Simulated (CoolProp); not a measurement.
The numbers come from the reference Helmholtz-energy equation of state, Lemmon and Jacobsen 2000 in CoolProp.

Task: Give the vapour pressure (MPa), liquid cp (kJ/(kg K)), surface tension (mN/m) of saturated R143a at 220.5 K.

Result: 
```tsv
T (K)	p (MPa)	liquid cp (kJ/(kg K))	surface tension (mN/m)
220.5	0.0778	1.31	15.1
```

Surface tension comes from a separate correlation (Mulero 2014).
